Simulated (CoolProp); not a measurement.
Vapour-liquid equilibrium of R1234yf (1) + R227EA (2) at 0.0021 MPa; x and y are mole fractions of (1).

The numbers come from the multi-fluid Helmholtz-energy mixture model, Lemmon 2022 and Lemmon 2016; pair parameters Bell 2016 in CoolProp.

```json
[
 {"x": "0.05", "bubble temperature (K)": "192.3", "y at the bubble point": "0.128", "dew temperature at overall composition x (K)": "193.0", "liquid density (mol/L)": "10.37"},
 {"x": "0.15", "bubble temperature (K)": "190.6", "y at the bubble point": "0.330", "dew temperature at overall composition x (K)": "192.2", "liquid density (mol/L)": "10.57"},
 {"x": "0.25", "bubble temperature (K)": "189.1", "y at the bubble point": "0.482", "dew temperature at overall composition x (K)": "191.3", "liquid density (mol/L)": "10.78"},
 {"x": "0.35", "bubble temperature (K)": "187.7", "y at the bubble point": "0.601", "dew temperature at overall composition x (K)": "190.4", "liquid density (mol/L)": "10.99"},
 {"x": "0.45", "bubble temperature (K)": "186.6", "y at the bubble point": "0.696", "dew temperature at overall composition x (K)": "189.4", "liquid density (mol/L)": "11.21"},
 {"x": "0.55", "bubble temperature (K)": "185.5", "y at the bubble point": "0.774", "dew temperature at overall composition x (K)": "188.3", "liquid density (mol/L)": "11.43"},
 {"x": "0.65", "bubble temperature (K)": "184.5", "y at the bubble point": "0.839", "dew temperature at overall composition x (K)": "187.1", "liquid density (mol/L)": "11.65"},
 {"x": "0.75", "bubble temperature (K)": "183.6", "y at the bubble point": "0.895", "dew temperature at overall composition x (K)": "185.8", "liquid density (mol/L)": "11.89"},
 {"x": "0.85", "bubble temperature (K)": "182.7", "y at the bubble point": "0.942", "dew temperature at overall composition x (K)": "184.3", "liquid density (mol/L)": "12.13"},
 {"x": "0.95", "bubble temperature (K)": "181.9", "y at the bubble point": "0.982", "dew temperature at overall composition x (K)": "182.6", "liquid density (mol/L)": "12.37"}
]
```

No azeotrope shows between x = 0.05 and 0.95.

The pair parameters rest on a limited set of measurements; away from them the model extrapolates.
